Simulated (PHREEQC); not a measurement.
# Alkaline etch or developer (model solution)

Dissolve 7.4 mmol/kgw NaOH and 0.057 mmol/kgw H4SiO4 at 20 °C. Closed to the air; pH follows from the charge balance.

Computed with PHREEQC (ion-association model, phreeqc.dat).

```yaml
pH: 11.99
ionic_strength: 0.00740 mol/kgw
specific_conductance: 1520 µS/cm
total_alkalinity: 7.40 meq/kg
```

```tsv
species	molality	activity	log γ
Na+	0.00740	0.00677	-0.038
OH-	0.00734	0.00670	-0.040
H3SiO4-	5.33e-5	4.87e-5	-0.039
H2SiO4-2	3.28e-6	2.32e-6	-0.151
H4SiO4	4.03e-7	4.04e-7	0.001
```

Precipitation was switched off in this run. Species that the database lacks are ignored.
